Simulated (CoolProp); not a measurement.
CH2F2 (R32) at several states: Z from the reference equation and from simpler models built on Tc = 78.1 °C, pc = 5783 kPa, ω = 0.277; each cubic takes its own stable root.

Model: reference Helmholtz-energy equation of state, Tillner-Roth 1997, in CoolProp.

```csv
T (°C),p (kPa),phase,reference,van der Waals,Redlich-Kwong,Soave-Redlich-Kwong,Peng-Robinson
-97.35,21.3,liquid,0.0005690,0.9947,0.0007563,0.0007389,0.0006569
91.35,104,gas,0.9939,0.9951,0.9945,0.9946,0.9939
-37.95,1550,liquid,0.03503,0.06809,0.04671,0.04490,0.03971
68.75,35.5,gas,0.9974,0.9981,0.9977,0.9977,0.9975
-102.85,78.6,liquid,0.002145,0.9787,0.002853,0.002792,0.002484
```

At some of these states van der Waals gives the other phase, because its saturation line lies elsewhere.
